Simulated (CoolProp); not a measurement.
Vapour-liquid equilibrium of n-heptane (1) + m-xylene (2) at 0.247 MPa; x and y are mole fractions of (1).

Model: multi-fluid Helmholtz-energy mixture model, Span 2003 and Zhou 2012; pair parameters Bell 2016, in CoolProp.

```csv
x,bubble temperature (K),y at the bubble point,dew temperature at overall composition x (K),liquid density (mol/L)
0.05,444.4,0.131,447.2,6.721
0.125,438.7,0.287,444.6,6.660
0.2,433.9,0.409,442.0,6.594
0.275,429.8,0.506,439.2,6.523
0.35,426.2,0.587,436.3,6.449
0.425,423.0,0.656,433.2,6.373
0.5,420.0,0.715,430.0,6.297
0.575,417.4,0.769,426.7,6.220
0.65,414.9,0.817,423.2,6.144
0.725,412.6,0.861,419.6,6.068
0.8,410.4,0.902,415.8,5.992
0.875,408.4,0.940,411.9,5.918
0.95,406.4,0.977,407.8,5.844
```

No azeotrope shows between x = 0.05 and 0.95.

The pair parameters rest on a limited set of measurements; away from them the model extrapolates.
